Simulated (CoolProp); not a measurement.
Vapour-liquid equilibrium of n-butane (1) + R113 (2) at 0.164 MPa; x and y are mole fractions of (1).

The numbers come from the multi-fluid Helmholtz-energy mixture model, Bücker 2006 and Marx 1992; pair parameters Bell 2016 in CoolProp.

### Question
Give the bubble temperature and the first vapour's composition at x = 0.05, 0.125, 0.2. Is there an azeotrope?

### Answer
x = 0.05: 330.0 K, y = 0.201; x = 0.125: 322.3 K, y = 0.415; x = 0.2: 316.0 K, y = 0.559. No azeotrope shows between x = 0.05 and 0.95.

The pair parameters rest on a limited set of measurements; away from them the model extrapolates.
